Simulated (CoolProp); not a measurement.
CH3F (R41) at 401 K and 0.441 MPa is throttled through a valve to 0.304 MPa with no heat exchange. Each further row changes one setting.

The numbers come from the reference Helmholtz-energy equation of state, Lemmon 2006 in CoolProp. It is a short technical equation, of lower accuracy than the large ones.

| case | temperature change (K) | final density (kg/m³) |
|---|---|---|
| as stated | ? | ? |
| outlet pressure 0.0912 MPa | ? | 0.940 |
| outlet pressure 0.395 MPa | ? | ? |

### Question
What belongs in the gaps?

### Answer

- as stated, temperature change (K): -1.1
- as stated, final density (kg/m³): 3.14
- outlet pressure 0.0912 MPa, temperature change (K): -2.8
- outlet pressure 0.395 MPa, temperature change (K): -0.4
- outlet pressure 0.395 MPa, final density (kg/m³): 4.09
